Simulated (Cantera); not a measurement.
A Cantera script and what it prints.

```python
import numpy as np
import cantera as ct

gas_names = """
    H HO2 H2 H2O H2O2 O OH O2 O3 Si SiH SiH2 SiH3 SiH4 SiO SiO2 Si2 Si3
""".split()
cond_names = """
    H2O(s) H2O(L) Si(cr) Si(L) SiO2(Lqz) SiO2(hqz) SiO2(L)
""".split()


# ... load() reads the species with a 1 bar reference pressure and builds the phases ...
atoms = {
    'Si2H6': {'Si': 2, 'H': 6},
    'O3': {'O': 3},
}
top_T = {}  # K; cautious upper limits of use, not melting points


# ... equilibrate(T, P, feed) seeds the gas with the atoms and calls Mixture.equilibrate('TP', solver="vcs", rtol=1e-11, max_steps=5000) ...
results = []
feed = {'Si2H6': 1, 'O3': 7.6}  # mol
T = 600  # K
P = 33  # Pa
mix = equilibrate(T, P, feed)
results.append((T, P, feed, dict(zip(mix.species_names, mix.species_moles))))
print(gas.report(threshold=1e-06))
for i in range(1, mix.n_phases):
    print(f"{mix.phase(i).name:16s} {mix.phase_moles(i):12.5e} mol")
```

Output:

```
       temperature   600 K
          pressure   33 Pa
           density   0.00018621 kg/m^3
  mean mol. weight   28.149 kg/kmol
   phase of matter   gas

                          1 kg             1 kmol
                     ---------------   ---------------
          enthalpy       -2.0237e+06       -5.6967e+07  J
   internal energy       -2.2009e+06       -6.1955e+07  J
           entropy             10455        2.9431e+05  J/K
    Gibbs function       -8.2969e+06       -2.3355e+08  J
 heat capacity c_p            1181.2             33249  J/K
 heat capacity c_v             885.8             24935  J/K

                      mass frac. Y      mole frac. X     chem. pot. / RT
                     ---------------   ---------------   ---------------
               H2O           0.17614           0.27523             -81.3
                O2           0.82386           0.72477           -33.721
     [  +16 minor]        2.6677e-12        4.4011e-12

H2O(L)            0.00000e+00 mol
Si(cr)            0.00000e+00 mol
SiO2(Lqz)         2.00000e+00 mol
```

Method: chemical equilibrium by Gibbs-energy minimisation in Cantera with the NASA 1993 tables (ideal gas, pure condensed phases). The feed counts by its element totals alone.
